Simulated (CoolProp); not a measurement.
Properties of propylene along the isotherm 98.05 °C (Tc = 91.1 °C, pc = 45.55 bar, ω = 0.146).

Values from CoolProp's reference Helmholtz-energy equation of state, Lemmon 2013.

| p (bar) | phase | speed of sound (m/s) | expansivity (1/kK) |
|---|---|---|---|
| 0.72 | gas | 285.8 | 2.738 |
| 1.48 | gas | 284.6 | 2.785 |
| 3.04 | gas | 282.1 | 2.887 |
| 6.24 | gas | 276.8 | [?] |
| 12.8 | gas | 265.3 | 3.705 |
| 26.3 | gas | 238.3 | 5.842 |
| 54 | supercritical | 198.7 | 52.80 |
| 111 | supercritical | 473.2 | 5.298 |
| 228 | supercritical | [?] | [?] |

Q: Some entries are withheld; supply them.

A: 
- 6.24, expansivity (1/kK): 3.117
- 228, speed of sound (m/s): 686.8
- 228, expansivity (1/kK): 2.776
